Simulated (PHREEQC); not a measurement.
Model water analysis in mmol/kgw, 25 °C, pH 7.33, pe 8.1:

```tsv
constituent	mmol/kgw
Na	0.292
K	0.0464
Ca	1.17
Mg	0.744
Cl	1.1
S(6)	0.676
Alkalinity (meq/kgw)	1.66
Sr	0.00444
Zn	0.0136
```

Valence states are taken as typed.

Model: ion-association model, wateq4f.dat, run in PHREEQC.

This is a speciation only: nothing precipitates in the calculation.

**Question.** Order these Zn species by the share of Zn that they hold, largest first: ZnOH+, ZnCO3, ZnHCO3+, ZnSO4, Zn+2.

**Answer.** Zn+2 (68 %), ZnCO3 (15 %), ZnHCO3+ (10 %), ZnSO4 (4.7 %), ZnOH+ (1.3 %)

**Question.** Order these Ca species by the share of Ca that they hold, largest first: CaSO4, CaCO3, CaHCO3+, Ca+2.

**Answer.** Ca+2 (93 %), CaSO4 (5.4 %), CaHCO3+ (1.4 %), CaCO3 (0.17 %)

The pH is 7.33 and the ionic strength 0.00625 mol/kgw. The database's zinc carbonate complexes are estimates, stronger than later reviews accept.
